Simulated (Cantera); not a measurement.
An isothermal, constant-pressure homogeneous reactor starts with CH₄ : H₂ = 0.016 : 1 (molar parts), at 1800 K and 100.0 Torr.

Model: GRI-Mech 3.0 (53 species, 325 reactions), integrated in Cantera. GRI-Mech 3.0 stops at C3 and has no aromatics, soot or wall deposition, so with more carbon than oxygen in the feed, carbon stays in small species such as C2H2 where larger ones or solid carbon would form.

Q: Predict: x(CH₄) at 3.00 s; x(H₂) at 3.00 s; x(C₂H) at 3.00 s; x(C₂H₂) at 3.00 s; x(CH₃) at 3.00 s; x(H) at 3.00 s.

A: 
* **x(CH₄) at 3.00 s**: 0.000861 (gas-phase equilibrium 0.000653)
* **x(H₂) at 3.00 s**: 0.991 (gas-phase equilibrium 0.991)
* **x(C₂H) at 3.00 s**: 6.32e-8 (gas-phase equilibrium 6.42e-8)
* **x(C₂H₂) at 3.00 s**: 0.00729 (gas-phase equilibrium 0.00740)
* **x(CH₃) at 3.00 s**: 1.72e-5 (gas-phase equilibrium 1.30e-5)
* **x(H) at 3.00 s**: 0.000982 (gas-phase equilibrium 0.000983)
